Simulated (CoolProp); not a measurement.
Vapour-liquid equilibrium of acetone (1) + benzene (2) at 0.156 MPa; x and y are mole fractions of (1).

Values from CoolProp's multi-fluid Helmholtz-energy mixture model, Lemmon 2006 and Thol 2012; pair parameters Bell 2016.

| x | bubble temperature (K) | y at the bubble point | dew temperature at overall composition x (K) | liquid density (mol/L) |
|---|---|---|---|---|
| 0.05 | 364.9 | 0.122 | 366.7 | 10.31 |
| 0.125 | 361.2 | 0.266 | 364.9 | 10.48 |
| 0.2 | 358.2 | 0.377 | 362.9 | 10.64 |
| 0.275 | 355.7 | 0.467 | 361.0 | 10.80 |
| 0.35 | 353.6 | 0.543 | 358.9 | 10.97 |
| 0.425 | 351.8 | 0.609 | 356.9 | 11.13 |
| 0.5 | 350.2 | 0.668 | 354.8 | 11.31 |
| 0.575 | 348.7 | 0.723 | 352.7 | 11.48 |
| 0.65 | 347.4 | 0.774 | 350.6 | 11.66 |
| 0.725 | 346.2 | 0.824 | 348.7 | 11.85 |
| 0.8 | 345.1 | 0.872 | 346.8 | 12.05 |
| 0.875 | 344.0 | 0.920 | 345.0 | 12.26 |
| 0.95 | 343.0 | 0.968 | 343.4 | 12.47 |

No azeotrope shows between x = 0.05 and 0.95.

The pair parameters rest on a limited set of measurements; away from them the model extrapolates.
